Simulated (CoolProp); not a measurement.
Properties of n-perfluorohexane along the isotherm 74.95 °C (Tc = 174.9 °C, pc = 1.742 MPa, ω = 0.497).

Computed with CoolProp (reference Helmholtz-energy equation of state, Gao 2022).

| p (MPa) | phase | density (kg/m³) | expansivity (1/kK) |
|---|---|---|---|
| 0.201 | liquid | 1519 | 2.304 |
| 0.402 | liquid | 1521 | 2.282 |
| 0.603 | liquid | 1523 | 2.261 |
| 0.804 | liquid | 1525 | 2.241 |
| 1 | liquid | 1526 | 2.222 |
| 1.21 | liquid | 1528 | 2.202 |
| 1.41 | liquid | 1530 | 2.184 |
| 1.61 | liquid | 1531 | 2.166 |
| 1.81 | liquid | 1533 | 2.149 |
| 2.01 | liquid | 1535 | 2.132 |
| 2.21 | liquid | 1536 | 2.115 |
| 2.41 | liquid | 1538 | 2.099 |
| 2.61 | liquid | 1539 | 2.084 |
